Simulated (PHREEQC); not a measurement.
Dissolve 0.17 mol/kgw Cu(NO3)2, 0.00043 mol/kgw HCl and 0.0031 mol/kgw KCl at 25 °C. Closed to the air; pH follows from the charge balance.

Computed with PHREEQC (ion-association model, phreeqc.dat).

Each row changes one thing in this solution. No solid was allowed to form.

```csv
case,pH,ionic strength (mol/kgw),Cl- (mol/kgw),CuCl+ (mol/kgw),Cu2(OH)2+2 (mol/kgw),CuOH+ (mol/kgw),SI of Sylvite (KCl)
as made,3.48,0.513,0.00317,0.000359,2.36e-6,1.93e-6,-6.29
diluted 2-fold with water,3.75,0.257,0.00165,0.000114,3.15e-6,2.08e-6,-6.81
HCl from 0.00043 to 4.3e-05 mol/kgw,4.05,0.512,0.00282,0.000319,3.31e-5,7.22e-6,[?]
0.0021 mol/kgw HF added,2.89,0.513,0.00317,0.000358,1.55e-7,4.94e-7,-6.29
temperature from 25 to 15 °C,3.48,0.513,0.00330,0.000229,8.65e-7,1.96e-6,-6.21
HCl from 0.00043 to 0.000215 mol/kgw,3.75,0.513,0.00298,0.000337,8.14e-6,3.58e-6,-6.32
Cu(NO3)2 replaced by CuCl2 at the same molality,3.48,0.448,0.310,[?],1.71e-6,1.61e-6,-4.29
HCl from 0.00043 to 0.000473 mol/kgw,3.44,0.513,0.00321,0.000363,1.96e-6,1.76e-6,-6.28
```

**Question.** Complete the blanks.

**Answer.** 
- HCl from 0.00043 to 4.3e-05 mol/kgw, SI of Sylvite (KCl): -6.34
- Cu(NO3)2 replaced by CuCl2 at the same molality, CuCl+ (mol/kgw): 0.0297
